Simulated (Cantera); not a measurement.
A closed system holds: 1 mol SiCl4, 0.53 mol Cl2, 3.3 mol H2, equilibrated at 1.00 bar.

Cantera equilibrium calculation (NASA polynomials, part measured and part estimated; ideal gas, pure solids and liquids). Candidate condensed phases: Si; 19 gas species. The tables' values for SiCl3 are old estimates; treat these amounts as uncertain. Kinetics and transport are ignored.

**Question.** At 1325 K, list the 4 most abundant gas species with their mole fractions, and the condensed phases.

**Answer.** H2 0.541, HCl 0.254, SiCl4 0.173, SiHCl3 0.0188. Condensed: gas only.
